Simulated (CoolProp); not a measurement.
Properties of 1,2-dichloroethane along the isobar 0.907 MPa (Tc = 288.4 °C, pc = 5.226 MPa, ω = 0.269).

Computed with CoolProp (reference Helmholtz-energy equation of state, Thol 2015).

```json
[
 {"T (°C)": "138.55", "phase": "liquid", "cp (kJ/(kg K))": "1.449", "expansivity (1/kK)": "1.754"},
 {"T (°C)": "151.15", "phase": "liquid", "cp (kJ/(kg K))": "1.474", "expansivity (1/kK)": "1.880"},
 {"T (°C)": "163.75", "phase": "liquid", "cp (kJ/(kg K))": "1.502", "expansivity (1/kK)": "2.031"},
 {"T (°C)": "176.35", "phase": "gas", "cp (kJ/(kg K))": "1.089", "expansivity (1/kK)": "3.636"},
 {"T (°C)": "188.95", "phase": "gas", "cp (kJ/(kg K))": "1.090", "expansivity (1/kK)": "3.354"},
 {"T (°C)": "201.65", "phase": "gas", "cp (kJ/(kg K))": "1.093", "expansivity (1/kK)": "3.121"},
 {"T (°C)": "214.25", "phase": "gas", "cp (kJ/(kg K))": "1.098", "expansivity (1/kK)": "2.927"},
 {"T (°C)": "226.85", "phase": "gas", "cp (kJ/(kg K))": "1.104", "expansivity (1/kK)": "2.762"}
]
```
